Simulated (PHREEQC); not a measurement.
Make-up at 25 °C: 0.21 mol/kgw HF, 0.0043 mol/kgw NH4HF2 and 0.24 mol/kgw H2SO4. Closed to the air; pH follows from the charge balance.

All values are PHREEQC results (ion-association model, phreeqc.dat), not measurements.

```tsv
quantity	before	after
pH	0.68	1.54
ionic strength (mol/kgw)	0.302	0.0430
HSO4- (mol/kgw)	0.210	0.0148
SO4-2 (mol/kgw)	0.0301	0.00915
F- (mol/kgw)	0.00109	0.000604
```

Problem. What was changed between the two runs?
A. NH4HF2 from 0.0043 to 0.043 mol/kgw
B. H2SO4 replaced by KHSO4 at the same molality
C. diluted 5-fold with water
D. diluted 10-fold with water
E. NH4HF2 replaced by NH4BF4 at the same molality

Solution. D, diluted 10-fold with water

This is a speciation only: nothing precipitates in the calculation.
